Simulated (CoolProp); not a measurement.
The numbers come from the reference Helmholtz-energy equation of state, Lemmon 2013 in CoolProp.

Question: For propylene, give the phase and the cv (kJ/(kg K)), speed of sound (m/s), Joule-Thomson coefficient (K/MPa) at 453.9 K and 0.0846 MPa; 437.7 K and 2.01 MPa; 187.1 K and 0.047 MPa.

Answer: 
- 453.9 K and 0.0846 MPa: gas; cv 1.91, speed of sound 314, Joule-Thomson coefficient 5.32
- 437.7 K and 2.01 MPa: gas; cv 1.88, speed of sound 289, Joule-Thomson coefficient 6.21
- 187.1 K and 0.047 MPa: liquid; cv 1.33, speed of sound 1440, Joule-Thomson coefficient -0.491
